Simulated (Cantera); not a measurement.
Charge: 1 mol Pb, 2.4 mol O2, 0.4 mol N2, equilibrated at 8.00 bar.

These are equilibrium values from Cantera (NASA tables, ideal gas, pure condensed phases), not measurements of a reactor. Candidate condensed phases: Pb, PbO, PbO2, Pb3O4; 12 gas species. Gases not in the tables: (PbO)n polymers. Kinetics and transport are ignored.

x: gas mole fraction; n: condensed amount in mol.

| T (K) | x O2 | x N2 | x PbO | x NO | x NO2 | n PbO(yellow) | n PbO(l) |
|---|---|---|---|---|---|---|---|
| 948 | 0.826 | 0.174 | 6.12e-9 | (withheld) | 7.08e-6 | 1.00 | 0 |
| 998 | 0.826 | 0.174 | 3.56e-8 | (withheld) | 8.76e-6 | 1.00 | 0 |
| 1048 | 0.826 | 0.174 | 1.74e-7 | (withheld) | 1.06e-5 | 1.00 | 0 |
| 1098 | 0.826 | 0.174 | 7.33e-7 | (withheld) | 1.27e-5 | 1.000 | 0 |
| 1148 | 0.826 | 0.174 | 2.71e-6 | (withheld) | 1.49e-5 | 1.000 | 0 |
| 1198 | 0.826 | 0.174 | 8.18e-6 | (withheld) | 1.72e-5 | 0 | 1.000 |
| 1248 | 0.826 | 0.174 | 2.20e-5 | (withheld) | 1.97e-5 | 0 | 1.000 |
| 1298 | 0.826 | 0.174 | 5.45e-5 | (withheld) | 2.24e-5 | 0 | 1.000 |
| 1348 | 0.826 | 0.174 | 0.000126 | (withheld) | 2.52e-5 | 0 | 1.000 |
| 1398 | 0.826 | 0.174 | 0.000272 | (withheld) | 2.81e-5 | 0 | 0.999 |
| 1448 | 0.825 | 0.173 | 0.000554 | (withheld) | 3.10e-5 | 0 | 0.999 |
| 1498 | 0.825 | 0.173 | 0.00108 | (withheld) | 3.41e-5 | 0 | 0.998 |
| 1548 | 0.824 | 0.173 | 0.00199 | (withheld) | 3.72e-5 | 0 | 0.995 |

Problem. Some entries are withheld; supply them.

Solution. 
- 948, x NO: 1.59e-5
- 998, x NO: 2.85e-5
- 1048, x NO: 4.82e-5
- 1098, x NO: 7.78e-5
- 1148, x NO: 0.000120
- 1198, x NO: 0.000179
- 1248, x NO: 0.000259
- 1298, x NO: 0.000364
- 1348, x NO: 0.000498
- 1398, x NO: 0.000667
- 1448, x NO: 0.000874
- 1498, x NO: 0.00113
- 1548, x NO: 0.00142
